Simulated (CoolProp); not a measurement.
The fluid at 391.18 K and 5.45 MPa flows at 2.5 m/s in a round tube of 100 mm bore and 45 µm roughness, fully developed (64/Re and Nu = 3.66 if laminar; Colebrook and Gnielinski if turbulent). The same conditions are run with several fluids, on thermodynamics alone (safety and materials aside).

Model: reference Helmholtz-energy equation of state of each fluid (R507A: Lemmon 2003; R404A: Lemmon 2003; R125: Lemmon 2005; CF4 (R14): Platzer 1990; C2F6 (R116): Lemmon 2006), in CoolProp. The equations of Platzer and Polt are older, rougher fits. Blends and air are pseudo-pure fits.

Question: Rank R507A, R404A, R125, CF4 (R14), C2F6 (R116) by Reynolds number, highest first.

Answer: R125 (3270000), C2F6 (R116) (2840000), R404A (2760000), R507A (2740000), CF4 (R14) (1610000)

| fluid | Darcy friction factor | pressure drop (Pa/m) | heat-transfer coefficient (W/(m² K)) | mass flow (kg/h) |
|---|---|---|---|---|
| R507A | 0.0165 | 141 | 2070 | 19400 |
| R404A | 0.0165 | 141 | 2130 | 19300 |
| R125 | 0.0165 | 162 | 2160 | 22200 |
| CF4 (R14) | 0.0167 | 80.8 | 760 | 11000 |
| C2F6 (R116) | 0.0165 | 148 | 1560 | 20300 |

Transport values come from each fluid's own correlations; those of CF4 (R14), C2F6 (R116) are estimates that may be off by 10 % or more.
